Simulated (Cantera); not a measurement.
Feed: 1 mol Si, 0.031 mol CO2, 320 mol N2, 0.31 mol N2O, at 0.0600 Torr.

Method: chemical equilibrium by Gibbs-energy minimisation in Cantera with the NASA 1993 tables (ideal gas, pure condensed phases). Candidate condensed phases: C, Si, SiC, SiO2, Si2N2O, Si3N4; 34 gas species. Mutual solubility and eutectic melting of coexisting phases are not modelled. Kinetics and transport are ignored.

Q: Which condensed phases are stable at each of these points (T (K)): 1300, 1350, 1400, 1450, 1500, 1550, 1600, 1650, 1700, 1750?

A: 
```json
[
 {"T (K)": "1300", "condensed phases": "SiC(s) + Si2N2O(s) + Si3N4(s)", "Si condensed (%)": "99.8"},
 {"T (K)": "1350", "condensed phases": "Si2N2O(s) + Si3N4(s)", "Si condensed (%)": "98.3"},
 {"T (K)": "1400", "condensed phases": "Si2N2O(s) + Si3N4(s)", "Si condensed (%)": "89.4"},
 {"T (K)": "1450", "condensed phases": "Si3N4(s)", "Si condensed (%)": "65.4"},
 {"T (K)": "1500", "condensed phases": "SiC(s) + Si3N4(s)", "Si condensed (%)": "61.6"},
 {"T (K)": "1550", "condensed phases": "Si(s) + SiC(s)", "Si condensed (%)": "50.0"},
 {"T (K)": "1600", "condensed phases": "Si(s) + SiC(s)", "Si condensed (%)": "23.2"},
 {"T (K)": "1650", "condensed phases": "gas only", "Si condensed (%)": "0.0"},
 {"T (K)": "1700", "condensed phases": "gas only", "Si condensed (%)": "0.0"},
 {"T (K)": "1750", "condensed phases": "gas only", "Si condensed (%)": "0.0"}
]
```

At 1300 K the condensed part is SiC(s) + Si2N2O(s) + Si3N4(s). From 1350 K to 1400 K the condensed part is Si2N2O(s) + Si3N4(s). At 1450 K the condensed part is Si3N4(s). At 1500 K the condensed part is SiC(s) + Si3N4(s). From 1550 K to 1600 K the condensed part is Si(s) + SiC(s). From 1650 K to 1750 K nothing is condensed.
